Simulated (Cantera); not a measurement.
Cantera run:

```python
import numpy as np
import cantera as ct

gas_names = """
    CL CL2 H HCL H2 Si SiCL SiCL2 SiCL3 SiCL4 SiH SiHCL3 SiH2 SiH2CL2 SiH3 SiH3CL SiH4 Si2 Si3
""".split()
cond_names = """
    Si(cr) Si(L)
""".split()


# ... load() reads the species with a 1 bar reference pressure and builds the phases ...
atoms = {
    'Si2Cl6': {'Si': 2, 'CL': 6},
    'Cl2': {'CL': 2},
    'H2': {'H': 2},
}
top_T = {}  # K; cautious upper limits of use, not melting points


# ... equilibrate(T, P, feed) seeds the gas with the atoms and calls Mixture.equilibrate('TP', solver="gibbs", rtol=1e-10, max_steps=50000) ...
results = []
P = 13332.2  # Pa
for T in [1050, 1100, 1150, 1200, 1250, 1300, 1350, 1400, 1450, 1500, 1550]:
    for m in [0.092, 0.11, 0.14, 0.17, 0.2, 0.25, 0.3, 0.37, 0.44, 0.54, 0.66, 0.8]:
        feed = {'Si2Cl6': 1, 'Cl2': m, 'H2': 9.1}  # mol
        mix = equilibrate(T, P, feed)
        results.append((T, P, feed, dict(zip(mix.species_names, mix.species_moles))))

for T, P, feed, n in results:
    print(f"{T:7g} {feed['Cl2']:10.4g}  " + (" + ".join(c for c in cond_names if n.get(c, 0) > 1e-12) or "gas only"))
```

Result:

```
   1050      0.092  Si(cr)
   1050       0.11  Si(cr)
   1050       0.14  Si(cr)
   1050       0.17  Si(cr)
   1050        0.2  Si(cr)
   1050       0.25  Si(cr)
   1050        0.3  Si(cr)
   1050       0.37  Si(cr)
   1050       0.44  Si(cr)
   1050       0.54  Si(cr)
   1050       0.66  Si(cr)
   1050        0.8  Si(cr)
   1100      0.092  Si(cr)
   1100       0.11  Si(cr)
   1100       0.14  Si(cr)
   1100       0.17  Si(cr)
   1100        0.2  Si(cr)
   1100       0.25  Si(cr)
   1100        0.3  Si(cr)
   1100       0.37  Si(cr)
   1100       0.44  Si(cr)
   1100       0.54  Si(cr)
   1100       0.66  Si(cr)
   1100        0.8  Si(cr)
   1150      0.092  Si(cr)
   1150       0.11  Si(cr)
   1150       0.14  Si(cr)
   1150       0.17  Si(cr)
   1150        0.2  Si(cr)
   1150       0.25  Si(cr)
   1150        0.3  Si(cr)
   1150       0.37  Si(cr)
   1150       0.44  Si(cr)
   1150       0.54  Si(cr)
   1150       0.66  Si(cr)
   1150        0.8  Si(cr)
   1200      0.092  Si(cr)
   1200       0.11  Si(cr)
   1200       0.14  Si(cr)
   1200       0.17  Si(cr)
   1200        0.2  Si(cr)
   1200       0.25  Si(cr)
   1200        0.3  Si(cr)
   1200       0.37  Si(cr)
   1200       0.44  Si(cr)
   1200       0.54  Si(cr)
   1200       0.66  Si(cr)
   1200        0.8  Si(cr)
   1250      0.092  Si(cr)
   1250       0.11  Si(cr)
   1250       0.14  Si(cr)
   1250       0.17  Si(cr)
   1250        0.2  Si(cr)
   1250       0.25  Si(cr)
   1250        0.3  Si(cr)
   1250       0.37  Si(cr)
   1250       0.44  Si(cr)
   1250       0.54  Si(cr)
   1250       0.66  Si(cr)
   1250        0.8  Si(cr)
   1300      0.092  Si(cr)
   1300       0.11  Si(cr)
   1300       0.14  Si(cr)
   1300       0.17  Si(cr)
   1300        0.2  Si(cr)
   1300       0.25  Si(cr)
   1300        0.3  Si(cr)
   1300       0.37  Si(cr)
   1300       0.44  Si(cr)
   1300       0.54  Si(cr)
   1300       0.66  Si(cr)
   1300        0.8  Si(cr)
   1350      0.092  Si(cr)
   1350       0.11  Si(cr)
   1350       0.14  Si(cr)
   1350       0.17  Si(cr)
   1350        0.2  Si(cr)
   1350       0.25  Si(cr)
   1350        0.3  Si(cr)
   1350       0.37  Si(cr)
   1350       0.44  Si(cr)
   1350       0.54  Si(cr)
   1350       0.66  Si(cr)
   1350        0.8  gas only
   1400      0.092  Si(cr)
   1400       0.11  Si(cr)
   1400       0.14  Si(cr)
   1400       0.17  Si(cr)
   1400        0.2  Si(cr)
   1400       0.25  Si(cr)
   1400        0.3  Si(cr)
   1400       0.37  Si(cr)
   1400       0.44  Si(cr)
   1400       0.54  Si(cr)
   1400       0.66  gas only
   1400        0.8  gas only
   1450      0.092  Si(cr)
   1450       0.11  Si(cr)
   1450       0.14  Si(cr)
   1450       0.17  Si(cr)
   1450        0.2  Si(cr)
   1450       0.25  Si(cr)
   1450        0.3  Si(cr)
   1450       0.37  Si(cr)
   1450       0.44  gas only
   1450       0.54  gas only
   1450       0.66  gas only
   1450        0.8  gas only
   1500      0.092  Si(cr)
   1500       0.11  Si(cr)
   1500       0.14  Si(cr)
   1500       0.17  Si(cr)
   1500        0.2  Si(cr)
   1500       0.25  Si(cr)
   1500        0.3  gas only
   1500       0.37  gas only
   1500       0.44  gas only
   1500       0.54  gas only
   1500       0.66  gas only
   1500        0.8  gas only
   1550      0.092  Si(cr)
   1550       0.11  Si(cr)
   1550       0.14  Si(cr)
   1550       0.17  Si(cr)
   1550        0.2  Si(cr)
   1550       0.25  gas only
   1550        0.3  gas only
   1550       0.37  gas only
   1550       0.44  gas only
   1550       0.54  gas only
   1550       0.66  gas only
   1550        0.8  gas only
```

Method: chemical equilibrium by Gibbs-energy minimisation in Cantera with the NASA 1993 tables (ideal gas, pure condensed phases). The feed counts by its element totals alone. The tables' values for SiCl3 are old estimates.
